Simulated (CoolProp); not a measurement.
Aqueous methanol as a coolant, at 22 °C, 1 atm.

Values from CoolProp's Melinder's fits for secondary coolants.

```
mass %  freezing point (°C)  density (kg/m³)  cp (kJ/(kg K))  conductivity (W/(m K))  viscosity (mPa s)
------  -------------------  ---------------  --------------  ----------------------  -----------------
4.7                    -2.8            989.5           4.201                   0.572               1.08
9.4                    -6.1            982.0           4.196                   0.545               1.22
14.1                   -9.8            974.9           4.166                   0.518               1.35
18.8                  -14.0            967.9           4.124                   0.492               1.48
23.5                  -18.5            960.8           4.074                   0.467               1.58
28.1                  -23.5            953.6           4.019                   0.443               1.66
32.8                  -29.1            945.9           3.954                   0.420               1.71
37.5                  -35.2            937.8           3.878                   0.398               1.73
42.2                  -41.9            929.4           3.789                   0.377               1.73
46.9                  -49.3            920.5           3.686                   0.358               1.70
51.6                  -57.3            911.2           3.575                   0.340               1.65
```
